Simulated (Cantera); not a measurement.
## Equilibrium for halide evaporation, hydrolysis and transport: MgF2 + H2O + H2 + HF

Charge: 1 mol MgF2, 8.1 mol H2O, 1.4 mol H2, 0.37 mol HF, at 1675 K.

Cantera equilibrium calculation (NASA polynomials, part measured and part estimated; ideal gas, pure solids and liquids). Candidate condensed phases: H2O, Mg, MgF2, MgO, Mg(OH)2; 31 gas species. Rates play no part.

| P (Pa) | x H2O | x HF | x H2 | x H | x Mg | x OH | n MgO(s) |
|---|---|---|---|---|---|---|---|
| 0.100 | 0.608 | 0.208 | 0.114 | 0.0392 | 0.0107 | 0.0101 | 0.872 |
| 0.560 | 0.639 | 0.214 | 0.121 | 0.0171 | 0.00194 | 0.00435 | 0.975 |
| 3.20 | 0.648 | 0.216 | 0.126 | 0.00727 | 0.000346 | 0.00182 | 0.993 |
| 18 | 0.651 | 0.217 | 0.127 | 0.00309 | 6.22e-5 | 0.000764 | 0.997 |
| 100 | 0.653 | 0.217 | 0.128 | 0.00131 | 1.12e-5 | 0.000324 | 0.997 |
| 560 | 0.653 | 0.218 | 0.129 | 0.000556 | 2.01e-6 | 0.000137 | 0.998 |
| 3200 | 0.653 | 0.218 | 0.129 | 0.000233 | 3.52e-7 | 5.72e-5 | 0.998 |
| 18000 | 0.653 | 0.218 | 0.129 | 9.82e-5 | 6.27e-8 | 2.41e-5 | 0.998 |
| 100000 | 0.653 | 0.218 | 0.129 | 4.17e-5 | 1.13e-8 | 1.02e-5 | 0.998 |
x: gas mole fraction; n: condensed amount in mol.

From 1.00e-6 bar to 1.00 bar the condensed part is MgO(s). The main Mg-bearing gas is Mg at 1.00e-6 bar and MgF2 at 1.00 bar.
